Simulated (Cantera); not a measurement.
A perfectly stirred reactor is fed with CH₄ : H₂ : O₂ : N₂ = 1 : 0.063 : 3.5 : 13.2 (molar parts), equivalence ratio 0.58, at 1050 Torr; it is adiabatic with a 400 K inlet, and is followed from long to short residence time, starting on the burning branch (τ in s: 0.36, 0.13, 0.046, 0.016, 0.0059, 0.0021, 0.00075, 0.00027, 9.6e-05, 3.4e-05, 1.2e-05).

Model: GRI-Mech 3.0 (53 species, 325 reactions), integrated in Cantera.

Question: What does this change do: N2 13.2 to 21 parts?

Answer: 
```
quantity                                                                       before                               after
------------------------------------------------  -----------------------------------  ----------------------------------
blow-out, bracketed by the residence times tried  burning at 0.270 ms, out at 96.0 µs  burning at 16.0 ms, out at 5.90 ms
x(CH₄) at τ = 0.360 s                                                         5.27e-6                             2.43e-5
x(H₂) at τ = 0.360 s                                                          2.79e-5                             1.93e-5
x(O₂) at τ = 0.360 s                                                           0.0827                              0.0576
x(H₂O₂) at τ = 0.360 s                                                        5.23e-8                             1.16e-7
x(NO) at τ = 0.360 s                                                          9.15e-6                             7.11e-7
x(CH₄) at τ = 2.10 ms                                                        0.000155                              0.0391
x(H₂) at τ = 2.10 ms                                                         0.000700                             0.00246
x(O₂) at τ = 2.10 ms                                                           0.0840                               0.137
x(H₂O₂) at τ = 2.10 ms                                                        4.54e-7                              <1e-12
x(NO) at τ = 2.10 ms                                                          4.38e-6                              <1e-12
```

Question: What does this change do: inlet temperature 400 to 475 K?

Answer: 
```json
[
 {"quantity": "blow-out, bracketed by the residence times tried", "before": "burning at 0.270 ms, out at 96.0 µs", "after": "burning at 0.270 ms, out at 96.0 µs"},
 {"quantity": "x(CH₄) at τ = 0.360 s", "before": "5.27e-6", "after": "4.11e-6"},
 {"quantity": "x(H₂) at τ = 0.360 s", "before": "2.79e-5", "after": "3.31e-5"},
 {"quantity": "x(O₂) at τ = 0.360 s", "before": "0.0827", "after": "0.0827"},
 {"quantity": "x(H₂O₂) at τ = 0.360 s", "before": "5.23e-8", "after": "4.96e-8"},
 {"quantity": "x(NO) at τ = 0.360 s", "before": "9.15e-6", "after": "1.83e-5"},
 {"quantity": "x(CH₄) at τ = 2.10 ms", "before": "0.000155", "after": "0.000123"},
 {"quantity": "x(H₂) at τ = 2.10 ms", "before": "0.000700", "after": "0.000744"},
 {"quantity": "x(O₂) at τ = 2.10 ms", "before": "0.0840", "after": "0.0837"},
 {"quantity": "x(H₂O₂) at τ = 2.10 ms", "before": "4.54e-7", "after": "3.79e-7"},
 {"quantity": "x(NO) at τ = 2.10 ms", "before": "4.38e-6", "after": "6.56e-6"}
]
```
